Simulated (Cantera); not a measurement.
An isothermal, constant-pressure homogeneous reactor starts with H2 : O2 = 0.44 : 1 (molar parts), equivalence ratio 0.22, at 1225 K and 0.0263 atm.

Computed with Cantera and the H2/O2 subset of GRI-Mech 3.0, which has no nitrogen chemistry. Radical loss at walls, strong at low pressure, is not modelled. The temperature is held fixed by assumption; the heat of reaction is taken as removed at once.

x: mole fraction; the columns are a selection and need not sum to one.

| t (s) | x H2 | x O2 | x H2O | x OH | x O | x HO2 | x H2O2 |
|---|---|---|---|---|---|---|---|
| 2.00e-5 | 0.306 | 0.694 | 3.34e-9 | 2.28e-9 | 3.25e-9 | 1.24e-8 | 7.59e-12 |
| 9.28e-5 | 0.306 | 0.694 | 3.17e-7 | 6.70e-8 | 1.11e-7 | 5.86e-8 | 1.64e-10 |
| 0.000431 | 0.247 | 0.665 | 0.0408 | 0.00669 | 0.0121 | 9.29e-6 | 2.87e-7 |
| 0.00200 | 0.0138 | 0.583 | 0.285 | 0.0120 | 0.0504 | 2.19e-5 | 1.07e-6 |
| 0.00928 | 0.00132 | 0.634 | 0.355 | 0.00368 | 0.00417 | 1.52e-5 | 1.00e-6 |
| 0.0431 | 4.65e-5 | 0.639 | 0.360 | 0.000701 | 0.000151 | 1.68e-6 | 2.14e-7 |
| 0.200 | … | 0.639 | 0.361 | … | … | … | … |
| 0.928 | … | 0.639 | 0.361 | … | … | … | … |
| 4.31 | 1.17e-7 | 0.639 | 0.361 | 3.68e-5 | 4.16e-7 | 2.66e-8 | 2.50e-9 |
| 20.0 | 5.94e-8 | 0.639 | 0.361 | 2.61e-5 | 2.10e-7 | 3.10e-8 | 1.42e-9 |

Fill in the missing entries.


- 0.200, x H2: 3.98e-6
- 0.200, x OH: 0.000211
- 0.200, x O: 1.36e-5
- 0.200, x HO2: 1.92e-7
- 0.200, x H2O2: 4.44e-8
- 0.928, x H2: 5.79e-7
- 0.928, x OH: 8.16e-5
- 0.928, x O: 2.04e-6
- 0.928, x HO2: 3.97e-8
- 0.928, x H2O2: 9.86e-9
